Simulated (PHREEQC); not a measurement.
## Reverse-osmosis permeate

A made-up water analysis in mg/L, 20 °C, pH 6.23, pe -0.6: Na 6.83; K 1.13e-05; Ca 6; Mg 0.835; Cl 6.45; S(6) as SO4 17.6; Alkalinity as HCO3 7.9; B 0.00094; Si as SiO2 0.0927.

Valence states are taken as typed.

Model: ion-association model, phreeqc.dat, run in PHREEQC.

This is a speciation only: nothing precipitates in the calculation.

Problem. Predict the charge-balance error.

Solution. charge-balance error -0.9 %.

Problem. In which forms is Mg present?

Solution. Mg+2 97 %, MgSO4 2.7 % of the Mg.
